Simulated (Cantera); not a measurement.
Charge: 1 mol SiC, 0.24 mol O2, 89 mol N2, 0.26 mol N2O, at 1775 K and 1.00 Torr.

Cantera equilibrium calculation (NASA polynomials, part measured and part estimated; ideal gas, pure solids and liquids). Candidate condensed phases: C, Si, SiC, SiO2, Si2N2O, Si3N4; 34 gas species. Kinetics and transport are ignored.

Base state: N2 0.991, CO 0.00435, SiO 0.00387, Si 0.000463 (mole fractions); condensed: SiC(s).

What changes in the equilibrium state with this change: SiC replaced by Si?


```
species        before    after
-----------  --------  -------
N2              0.991    0.990
SiO           0.00387  0.00821
Si           0.000463  0.00165
CO            0.00435        0
Si2N          3.74e-6  4.72e-5
SiN           8.04e-6  2.86e-5
SiC(s), mol     0.608        0
Si(l), mol          0   0.0982
```
The tables' values for SiN are old estimates; treat these amounts as uncertain.
